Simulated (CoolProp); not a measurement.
Vapour-liquid equilibrium of acetone (1) + cyclohexane (2) at 0.412 MPa; x and y are mole fractions of (1).

Model: multi-fluid Helmholtz-energy mixture model, Lemmon 2006 and Zhou 2014; pair parameters Bell 2016, in CoolProp.

```json
[
 {"x": "0.05", "bubble temperature, mixture model (K)": "398.9", "bubble temperature, Raoult's law (K)": "406.6", "y, mixture model": "0.219", "y, Raoult's law": "0.099"},
 {"x": "0.15", "bubble temperature, mixture model (K)": "387.7", "bubble temperature, Raoult's law (K)": "402.1", "y, mixture model": "0.433", "y, Raoult's law": "0.269"},
 {"x": "0.25", "bubble temperature, mixture model (K)": "382.5", "bubble temperature, Raoult's law (K)": "398.1", "y, mixture model": "0.531", "y, Raoult's law": "0.411"},
 {"x": "0.35", "bubble temperature, mixture model (K)": "379.6", "bubble temperature, Raoult's law (K)": "394.5", "y, mixture model": "0.588", "y, Raoult's law": "0.530"},
 {"x": "0.45", "bubble temperature, mixture model (K)": "377.8", "bubble temperature, Raoult's law (K)": "391.2", "y, mixture model": "0.630", "y, Raoult's law": "0.632"},
 {"x": "0.55", "bubble temperature, mixture model (K)": "376.6", "bubble temperature, Raoult's law (K)": "388.2", "y, mixture model": "0.670", "y, Raoult's law": "0.720"},
 {"x": "0.65", "bubble temperature, mixture model (K)": "375.8", "bubble temperature, Raoult's law (K)": "385.4", "y, mixture model": "0.713", "y, Raoult's law": "0.797"},
 {"x": "0.75", "bubble temperature, mixture model (K)": "375.3", "bubble temperature, Raoult's law (K)": "382.9", "y, mixture model": "0.765", "y, Raoult's law": "0.864"},
 {"x": "0.85", "bubble temperature, mixture model (K)": "375.4", "bubble temperature, Raoult's law (K)": "380.5", "y, mixture model": "0.835", "y, Raoult's law": "0.923"},
 {"x": "0.95", "bubble temperature, mixture model (K)": "376.3", "bubble temperature, Raoult's law (K)": "378.2", "y, mixture model": "0.934", "y, Raoult's law": "0.976"}
]
```

The largest gap from Raoult's law is -15.6 K in bubble temperature, at x = 0.25. y crosses x between x = 0.75 and 0.85: the model has an azeotrope there.

Pair parameters are fitted to limited data, so mixtures are less certain than the pure fluids.
